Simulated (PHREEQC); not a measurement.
A solution holds 0.039 mol Cd(NO3)2 and 0.0018 mol H2SiF6 per kg of water, at 32 °C. Closed to the air; pH follows from the charge balance.

All values are PHREEQC results (ion-association model, phreeqc.dat), not measurements.

Q: The ionic strength comes out as 0.117 mol/kgw. What activity coefficients do F-, CdF+, CdNO3+, SiF6-2, HF2- get?

A: F- 0.75, CdF+ 0.77, CdNO3+ 0.77, SiF6-2 0.35, HF2- 0.77.

This is a speciation only: nothing precipitates in the calculation. Saturation is exceeded, for instance for Quartz (slow to form), Chalcedony (slow to form); the values hold only as long as no solid forms. SiF6-2 is the database's only silicon fluoride.
